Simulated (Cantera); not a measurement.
## Hydrocarbon pyrolysis for carbon deposition

An isothermal, constant-pressure homogeneous reactor starts with 8.33 % C₂H₆, 91.7 % N₂, at 1825 K and 760 Torr.

Computed with Cantera and GRI-Mech 3.0 (53 species, 325 reactions). GRI-Mech 3.0 stops at C3 and has no aromatics, soot or wall deposition, so with more carbon than oxygen in the feed, carbon stays in small species such as C2H2 where larger ones or solid carbon would form.

```
t (s)      x C₂H₆     x H₂     x CH₃       x H     x CH₄
--------  -------  -------  --------  --------  --------
3.00e-6    0.0667  0.00516    0.0135  0.000366   0.00225
2.50e-5   0.00471   0.0661   0.00617  0.000673    0.0248
0.000209  4.26e-5    0.102  0.000671  0.000137    0.0258
0.00174   1.86e-5    0.114  0.000455  0.000127    0.0207
0.0145    2.62e-6    0.132  0.000174  0.000151   0.00764
0.121     8.55e-8    0.141   3.00e-5  0.000165   0.00128
1.01      3.25e-8    0.142   1.63e-5  0.000166  0.000691
8.40      3.25e-8    0.142   1.62e-5  0.000166  0.000690
70.0      3.23e-8    0.142   1.62e-5  0.000166  0.000689
```
x: mole fraction; the columns are a selection and need not sum to one.

Equilibrium at this temperature and pressure: C₂H₆ 1.25e-8, H₂ 0.142, CH₃ 1.01e-5, H 0.000166, CH₄ 0.000428 (gas phase only).
